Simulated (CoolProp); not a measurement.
Vapour-liquid equilibrium of benzene (1) + cyclohexane (2) at 0.323 MPa; x and y are mole fractions of (1).

The numbers come from the multi-fluid Helmholtz-energy mixture model, Thol 2012 and Zhou 2014; pair parameters Bell 2016 in CoolProp.

Q: Give the bubble temperature and the first vapour's composition at x = 0.05, 0.8, 0.95. Is there an azeotrope?

A: x = 0.05: 397.3 K, y = 0.065; x = 0.8: 394.2 K, y = 0.776; x = 0.95: 395.6 K, y = 0.937. y crosses x between x = 0.5 and 0.65: the model has an azeotrope there.

The pair parameters rest on a limited set of measurements; away from them the model extrapolates.
